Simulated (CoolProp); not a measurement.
R245ca along the isobar 4.44 MPa: fugacity coefficient from the reference equation and from simpler models built on Tc = 174.4 °C, pc = 3.941 MPa, ω = 0.355; each cubic takes its own stable root.

Values from CoolProp's reference Helmholtz-energy equation of state, Zhou 2016.

| T (°C) | phase | reference |
|---|---|---|
| 67.65 | liquid | 0.09683 |
| 75.45 | liquid | 0.1176 |
| 83.25 | liquid | 0.1411 |
| 91.05 | liquid | 0.1674 |
| 98.85 | liquid | 0.1966 |
| 106.65 | liquid | 0.2285 |
| 114.45 | liquid | 0.2632 |
| 122.25 | liquid | 0.3005 |
| 130.05 | liquid | 0.3402 |
| 137.85 | liquid | 0.3822 |
| 145.65 | liquid | 0.4261 |
| 153.45 | liquid | 0.4715 |
| 161.25 | liquid | 0.5180 |
| 169.05 | liquid | 0.5647 |
| 176.85 | supercritical | 0.6103 |

Q: How far does each simpler model (van der Waals, Redlich-Kwong, Soave-Redlich-Kwong, Peng-Robinson) lie from the reference over these 15 states: mean and median of the absolute difference, and the worst?

A: 
- van der Waals: mean 66.7 %, median 51.7 %, worst +180.4 % at 67.65 °C and 4.44 MPa
- Redlich-Kwong: mean 25.6 %, median 22.2 %, worst +61.3 % at 67.65 °C and 4.44 MPa
- Soave-Redlich-Kwong: mean 3.4 %, median 3.6 %, worst +4.0 % at 122.25 °C and 4.44 MPa
- Peng-Robinson: mean 0.4 %, median 0.2 %, worst -1.8 % at 176.85 °C and 4.44 MPa
